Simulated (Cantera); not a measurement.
Input: 1 mol Ti, a varied amount of C₃H₈, 90 mol H₂, at 1475 °C and 345 Torr.

Method: chemical equilibrium by Gibbs-energy minimisation in Cantera with the NASA 1993 tables (ideal gas, pure condensed phases). Candidate condensed phases: C, C₆H₆, C₇H₈, C₈H₁₈, Ti, TiC; 77 gas species. Mutual solubility and eutectic melting of coexisting phases are not modelled. TiC: taken at fixed stoichiometry. Condensed phases not in the tables: N, O or C dissolved in the metal. Equilibrium is a limit: real reactors are often held back by kinetics, nucleation or transport.

x: gas mole fraction; n: condensed amount in mol.

```
n(C₃H₈) (mol)   x H₂     x CH₄       x H  x C₂H₂ (acetylene)  n Ti(β)  n TiC(s)  n C(graphite)
-------------  -----  --------  --------  ------------------  -------  --------  -------------
0.055          1.000   6.09e-9  0.000337              <1e-12    0.835     0.165              0
0.22           1.000   6.09e-9  0.000337              <1e-12      [?]       [?]              0
0.39           0.999  0.000422  0.000337            0.000113        0      1.00            [?]
0.55           0.999  0.000422  0.000337            0.000113        0      1.00          0.590
0.72           0.999  0.000422  0.000337            0.000113        0      1.00           1.10
0.88           0.999  0.000422  0.000337            0.000113        0      1.00           1.58
1              0.999  0.000422  0.000337            0.000113        0      1.00           1.94
1.2            0.999  0.000422  0.000337            0.000113        0      1.00           2.54
```

Complete the blanks.


- 0.39, n C(graphite): 0.110
- 0.22, n Ti(β): 0.340
- 0.22, n TiC(s): 0.660
